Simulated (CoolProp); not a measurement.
A single-stage vapour-compression cycle with R410A: evaporating at 218.15 K (dew point), condensing at 288.15 K (bubble point), superheat 8 K, subcooling 0 K, compressor efficiency 0.75, no pressure losses. Each further row changes one setting.

Model: reference Helmholtz-energy equation of state, Lemmon 2003, in CoolProp. It is a pseudo-pure fit of the blend.

| case | cooling COP | pressure ratio | discharge temperature (K) | refrigerating effect (kJ/kg) | volumetric capacity (kJ/m³) |
|---|---|---|---|---|---|
| as stated | 1.64 | 15.0 | 371.9 | 180 | 604 |
| evaporating temperature 223.15 K | 1.86 | 11.6 | 363.6 | 183 | 781 |
| condensing temperature 283.15 K | 1.83 | 13.0 | 363.3 | 188 | 631 |
| subcooling 5 K | 1.72 | 15.0 | 371.9 | 188 | 631 |
| superheat 18 K | 1.64 | 15.0 | 384.7 | 188 | 600 |
| compressor efficiency 0.65 | 1.42 | 15.0 | 388.6 | 180 | 604 |
